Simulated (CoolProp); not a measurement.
Model: reference Helmholtz-energy equation of state, Fiedler 2023, in CoolProp.

Task: Give the vapour pressure (MPa), liquid density (kg/m³), vapour density (kg/m³), enthalpy of vaporisation (kJ/kg) of saturated tetrahydrofuran at 281.9 K.

Result: 
| T (K) | p (MPa) | liquid density (kg/m³) | vapour density (kg/m³) | enthalpy of vaporisation (kJ/kg) |
|---|---|---|---|---|
| 281.9 | 0.0101 | 900 | 0.312 | 457 |
